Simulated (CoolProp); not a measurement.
Vapour-liquid equilibrium of R22 (1) + acetone (2) at 313.7 K; x and y are mole fractions of (1).

Computed with CoolProp (multi-fluid Helmholtz-energy mixture model, Kamei 1995 and Lemmon 2006; pair parameters Bell 2016).

```csv
x,"bubble pressure, mixture model (kPa)","bubble pressure, Raoult's law (kPa)","y, mixture model","y, Raoult's law"
0.05,119.1,132.6,0.525,0.586
0.125,188.1,244.8,0.710,0.793
0.2,245.6,357.1,0.788,0.871
0.275,302.7,469.3,0.837,0.911
0.35,366.4,581.6,0.875,0.935
0.425,441.9,693.8,0.907,0.952
0.5,533.5,806.0,0.932,0.964
0.575,644.6,918.3,0.953,0.973
0.65,777.1,1030,0.969,0.980
0.725,930.3,1143,0.981,0.986
0.8,1100,1255,0.989,0.991
0.875,1276,1367,0.995,0.995
0.95,1447,1479,0.998,0.998
```

The largest gap from Raoult's law is -37.0 % in bubble pressure, at x = 0.35. No azeotrope shows between x = 0.05 and 0.95.

The pair parameters rest on a limited set of measurements; away from them the model extrapolates.
